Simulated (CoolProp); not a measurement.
Cyclohexane along the isotherm 593.7 K: fugacity coefficient from the reference equation and from simpler models built on Tc = 553.6 K, pc = 4081 kPa, ω = 0.209; each cubic takes its own stable root.

Values from CoolProp's reference Helmholtz-energy equation of state, Zhou 2014.

```
p (kPa)          phase  reference
-------  -------------  ---------
19.4               gas     0.9987
28.4               gas     0.9981
41.7               gas     0.9972
61.2               gas     0.9959
89.8               gas     0.9940
132                gas     0.9912
194                gas     0.9871
284                gas     0.9812
417                gas     0.9724
612                gas     0.9596
898                gas     0.9409
1320               gas     0.9136
1940               gas     0.8738
2840               gas     0.8169
4170     supercritical     0.7339
6120     supercritical     0.6124
```

**Question.** How far does each simpler model (van der Waals, Peng-Robinson) lie from the reference over these 16 states: mean and median of the absolute difference, and the worst?

**Answer.** 
- van der Waals: mean 0.4 %, median 0.2 %, worst +1.6 % at 593.7 K and 4170 kPa
- Peng-Robinson: mean 0.8 %, median 0.3 %, worst -2.7 % at 593.7 K and 6120 kPa
